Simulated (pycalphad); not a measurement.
Computed with pycalphad from the COST 507 light-alloy database (1999), at 1 atm. The data set is of 1999 and partly superseded. Diffusion is slow at the low end, where real alloys seldom reach equilibrium.

Question: How does the equilibrium phase assembly of Ti-0.33Hf-11.45B (at.%) change on cooling from 2850 K to 530 K?

Answer: 
```json
[
 {"T (K)": "1898.0", "phases above": "liquid", "phases below": "BM + liquid"},
 {"T (K)": "1816 ± 2", "phases above": "BM + liquid", "phases below": "bcc + BM"},
 {"T (K)": "1153.0", "phases above": "bcc + BM", "phases below": "bcc + BM + hcp"},
 {"T (K)": "1151.9", "phases above": "bcc + BM + hcp", "phases below": "BM + hcp"}
]
```
Changes were sought between steps of 40 K, so a narrower field can be missed.

Database names, with the compositions (at.%) that they take in these runs: BM: Ti 50 B 50.
